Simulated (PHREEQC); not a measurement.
Synthetic water in mmol/kgw, 55 °C, pH 6.35:

| constituent | mmol/kgw |
|---|---|
| Na | 120 |
| K | 0.128 |
| Ca | 3.8 |
| Mg | 16.2 |
| Cl | 138 |
| S(6) | 8.57 |
| Alkalinity (meq/kgw) | 0.127 |
| Si | 1.5 |

Valence states are taken as typed.

Model: Pitzer model, pitzer.dat, run in PHREEQC.

Each row changes one thing in this solution. No solid was allowed to form.

```
case                                               CO2 (mol/kgw)  H3SiO4- (mol/kgw)  HSO4- (mol/kgw)  MgOH+ (mol/kgw)  MgCO3 (mol/kgw)  CO3-2 (mol/kgw)  SI of SiO2(a) (SiO2)  SI of Gypsum (CaSO4:2H2O)
-------------------------------------------------  -------------  -----------------  ---------------  ---------------  ---------------  ---------------  --------------------  -------------------------
as made                                                  7.68e-5            1.89e-6          2.31e-7          2.01e-7          8.72e-8          6.95e-8                 -0.38                      -1.11
temperature from 55 to 10 °C at the same typed pH       0.000125            4.36e-7          6.92e-8          5.12e-9          2.59e-8          3.21e-8                 -0.01                      -1.08
S(6) from 8.57 to 4.29 mmol/kgw                          7.75e-5            1.88e-6          1.16e-7          2.06e-7              [?]          6.91e-8                 -0.38                      -1.38
Mg from 16.2 to 32.4 mmol/kgw                                [?]            2.01e-6          2.01e-7          3.90e-7          1.58e-7          7.77e-8                 -0.38                      -1.19
```

Task: What belongs in the gaps?

Result: 
- S(6) from 8.57 to 4.29 mmol/kgw, MgCO3 (mol/kgw): 9.13e-8
- Mg from 16.2 to 32.4 mmol/kgw, CO2 (mol/kgw): 7.22e-5

Complexes and solids missing from the database can't appear. Constants without temperature data keep their 25 °C values here.
